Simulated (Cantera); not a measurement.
What does this Cantera script print?

```python
import numpy as np
import cantera as ct

gas = ct.Solution("gri30.yaml")
gas.TPX = 1048, 99000, {'H2': 1.6, 'O2': 1, 'N2': 16}
reactor = ct.IdealGasConstPressureReactor(gas, energy="off", clone=False)
net = ct.ReactorNet([reactor])
net.rtol, net.atol = 1e-08, 1e-18
show = ['H2', 'O2', 'O', 'H2O', 'H', 'NO', 'OH']
times = np.geomspace(6e-05, 6, 11)

steps = ct.SolutionArray(gas, extra=["t"])
rows = []
print(f"{'t/s':>10s}{'T/K':>9s}{'P/Pa':>11s}" + "".join(f"{s:>11s}" for s in show))
for t in times:
    while net.time < t:
        t_next = net.step()
        steps.append(gas.state, t=t_next)
    rows.append([np.interp(t, steps.t, y) for y in (steps.T, steps.P, *steps(*show).X.T)])
    print(f"{t:10.3e}{rows[-1][0]:9.1f}{rows[-1][1]:11.4g}" + "".join(f"{x:11.3e}" for x in rows[-1][2:]))
rate = np.gradient(steps.T, steps.t)
print("integrator steps:", len(steps.t))
if steps.T.max() > steps.T[0] + 200:
    print(f"time of steepest temperature rise: {steps.t[rate.argmax()]:.4e} s")
gas.TPX = 1048, 99000, {'H2': 1.6, 'O2': 1, 'N2': 16}
gas.equilibrate("TP")
print(f"equilibrium (TP): T = {gas.T:.1f} K  " + "  ".join(f"{s} {gas[s].X[0]:.3e}" for s in show))
```

It prints:

```
       t/s      T/K       P/Pa         H2         O2          O        H2O          H         NO         OH
 6.000e-05   1048.0    9.9e+04  8.602e-02  5.376e-02  2.983e-10  3.185e-09  2.177e-09  5.581e-21  1.134e-10
 1.897e-04   1048.0    9.9e+04  8.602e-02  5.376e-02  5.244e-08  7.507e-07  3.770e-07  1.390e-16  1.994e-08
 6.000e-04   1048.0    9.9e+04  1.144e-02  1.719e-02  4.796e-04  7.608e-02  2.782e-03  8.791e-07  4.678e-04
 1.897e-03   1048.0    9.9e+04  1.213e-03  1.181e-02  1.982e-05  8.858e-02  2.712e-05  9.778e-07  3.931e-05
 6.000e-03   1048.0    9.9e+04  4.742e-04  1.146e-02  2.234e-06  8.938e-02  1.909e-06  9.244e-07  7.281e-06
 1.897e-02   1048.0    9.9e+04  2.468e-04  1.135e-02  4.227e-07  8.963e-02  3.035e-07  7.778e-07  2.172e-06
 6.000e-02   1048.0    9.9e+04  1.076e-04  1.129e-02  1.033e-07  8.977e-02  6.441e-08  5.964e-07  1.014e-06
 1.897e-01   1048.0    9.9e+04  3.331e-05  1.125e-02  1.605e-08  8.985e-02  8.952e-09  3.916e-07  4.357e-07
 6.000e-01   1048.0    9.9e+04  6.905e-06  1.124e-02  1.698e-09  8.988e-02  8.660e-10  2.822e-07  1.928e-07
 1.897e+00   1048.0    9.9e+04  6.655e-07  1.124e-02  1.191e-10  8.989e-02  4.530e-11  3.795e-07  9.416e-08
 6.000e+00   1048.0    9.9e+04  3.171e-08  1.124e-02  1.201e-11  8.989e-02  1.862e-12  6.121e-07  4.394e-08
integrator steps: 1807
equilibrium (TP): T = 1048.0 K  H2 2.940e-10  O2 1.123e-02  O 6.783e-11  H2O 8.989e-02  H 1.340e-13  NO 1.286e-05  OH 1.290e-07
```

Computed with Cantera and GRI-Mech 3.0 (53 species, 325 reactions). The temperature is held fixed by assumption; the heat of reaction is taken as removed at once.
